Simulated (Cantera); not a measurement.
A closed system holds: 1 mol SiCl4, 3.5 mol NH3, held at 1150 °C and 13.3 mbar.

Method: chemical equilibrium by Gibbs-energy minimisation in Cantera with the NASA 1993 tables (ideal gas, pure condensed phases). Candidate condensed phases: NH4Cl, Si, Si3N4; 28 gas species. The tables' values for SiCl3 are old estimates; treat these amounts as uncertain. Kinetics and transport are ignored.

Base state: H2 0.436, HCl 0.368, N2 0.155, SiCl2 0.0259, SiCl4 0.00749, SiCl3 0.00700, SiHCl3 0.000689, H 3.80e-5 (mole fractions); condensed: Si3N4(s).

What changes in the equilibrium state with this change: temperature from 1150 °C to 527 °C?


```
species         before    after
-------------  -------  -------
H2               0.436    0.471
HCl              0.368    0.333
N2               0.155    0.157
SiCl4          0.00749   0.0382
SiCl2           0.0259    <1e-9
H              3.80e-5    <1e-9
Cl             2.62e-5    <1e-9
SiCl3          0.00700  4.27e-7
Si3N4(s), mol    0.217    0.228
```

What changes in the equilibrium state with this change: pressure from 13.3 mbar to 7.30 Pa?


```
species          before     after
-------------  --------  --------
H2                0.436     0.473
HCl               0.368     0.221
N2                0.155     0.195
SiCl2            0.0259     0.110
SiCl4           0.00749   5.78e-5
SiCl            2.98e-7   2.95e-5
SiHCl3         0.000689   9.60e-6
H               3.80e-5  0.000535
Cl              2.62e-5  0.000204
Si3N4(s), mol     0.217         0
```
The tables' values for SiCl3, SiCl are old estimates; treat these amounts as uncertain.
